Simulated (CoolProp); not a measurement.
Ethane at 298.15 K and 2.69 MPa is compressed adiabatically to 16 MPa with isentropic efficiency 0.8. Each further row changes one setting.

Computed with CoolProp (reference Helmholtz-energy equation of state, Bücker 2006).

```
case             work (kJ/kg)  final temperature (K)  final density (kg/m³)
---------------  ------------  ---------------------  ---------------------
as stated                   …                  425.3                      …
efficiency 1                …                      …                    196
efficiency 0.65             …                      …                      …
```

Q: Fill in the missing entries.

A: 
- as stated, work (kJ/kg): 152
- as stated, final density (kg/m³): 186
- efficiency 1, work (kJ/kg): 122
- efficiency 1, final temperature (K): 416.4
- efficiency 0.65, work (kJ/kg): 187
- efficiency 0.65, final temperature (K): 435.9
- efficiency 0.65, final density (kg/m³): 175
